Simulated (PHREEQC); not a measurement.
A column of 0.5 m (40 cells, dispersivity 0.025 m, 3600 s a shift, diffusion coefficient 3e-10 m²/s) holds 0.0095 eq of the database's cation exchanger X per kg of pore water, first in equilibrium with 78 mmol/kgw NaCl and 0.01 mmol/kgw HCl. It is flushed with 0.00039 mol ZnCl2, 0.012 mol MgCl2 and 1e-05 mol HCl per kg of water, at 40 °C. Values are for the last cell. CO2 from the air is kept out. No solid was allowed to form.

Model: ion-association model, phreeqc.dat, run in PHREEQC.

```
pore volumes  Mg in solution (mol/kgw)  Zn in solution (mol/kgw)  Na in solution (mol/kgw)  Cl in solution (mol/kgw)
------------  ------------------------  ------------------------  ------------------------  ------------------------
0                                    0                         0                    0.0780                    0.0780
0.2125                               0                         0                    0.0780                    0.0780
0.4125                               0                         0                    0.0779                    0.0779
0.6125                        8.02e-13                         0                    0.0740                    0.0740
0.9125                         9.80e-9                  2.69e-11                    0.0543                    0.0544
1.113                         0.000201                   2.09e-6                    0.0408                    0.0413
1.312                          0.00609                  0.000137                    0.0204                    0.0328
1.512                          0.00931                  0.000250                   0.00927                    0.0284
1.712                           0.0108                  0.000315                   0.00403                    0.0263
1.913                           0.0115                  0.000351                   0.00169                    0.0254
2.112                           0.0118                  0.000370                  0.000691                    0.0250
2.413                           0.0119                  0.000382                  0.000175                    0.0248
2.612                           0.0120                  0.000386                   6.89e-5                    0.0248
2.812                           0.0120                  0.000388                   2.69e-5                    0.0248
3.013                           0.0120                  0.000389                   1.04e-5                    0.0248
```

Constants without temperature data keep their 25 °C values here.
